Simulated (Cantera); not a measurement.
Mixture: CO : H2 : CH4 : O2 : N2 = 1 : 0.1 : 0.38 : 0.655 : 2.46 (molar parts), at 240000 Pa, adiabatic and at constant volume. Ignition delay is the time to a rise of 400 K.

Cantera simulation using GRI-Mech 3.0 (53 species, 325 reactions); the numbers are that mechanism's predictions, not measurements.

**Question.** What does this change do: CO 1 to 1.4 parts?

**Answer.** 
```json
[
 {"quantity": "delay at 1148 K", "before": "7.36 ms", "after": "8.28 ms"},
 {"quantity": "delay at 1248 K", "before": "2.78 ms", "after": "3.07 ms"},
 {"quantity": "delay at 1348 K", "before": "1.06 ms", "after": "1.16 ms"},
 {"quantity": "delay at 1448 K", "before": "0.431 ms", "after": "0.464 ms"},
 {"quantity": "delay at 1548 K", "before": "0.191 ms", "after": "0.204 ms"},
 {"quantity": "delay at 1648 K", "before": "93.7 µs", "after": "99.6 µs"},
 {"quantity": "delay at 1748 K", "before": "50.2 µs", "after": "53.2 µs"},
 {"quantity": "apparent activation energy between 1548 and 1748 K", "before": "150 kJ/mol", "after": "150 kJ/mol"}
]
```

**Question.** What does this change do: constant pressure in place of constant volume?

**Answer.** 
```tsv
quantity	before	after
delay at 1148 K	7.36 ms	8.41 ms
delay at 1248 K	2.78 ms	3.16 ms
delay at 1348 K	1.06 ms	1.20 ms
delay at 1448 K	0.431 ms	0.480 ms
delay at 1548 K	0.191 ms	0.210 ms
delay at 1648 K	93.7 µs	0.102 ms
delay at 1748 K	50.2 µs	54.4 µs
apparent activation energy between 1548 and 1748 K	150 kJ/mol	150 kJ/mol
```
